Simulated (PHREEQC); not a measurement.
1 kg of water holding 0.35 mol/kgw MgCl2 and 0.074 mol/kgw LiCl is evaporated at 30 °C; the solids stay in contact with the brine. The system is closed to CO2. Solids allowed: Bischofite, Brucite, MgCl2_4H2O. Others were left out.

The series has 16 steps of water left (kg), from 1 to 0.03305.

All values are PHREEQC results (Pitzer model, pitzer.dat), not measurements.

Q: Which solids form, in which order, and at which step of the series does each first stand?

A: Bischofite from water left = 0.03305 kg.
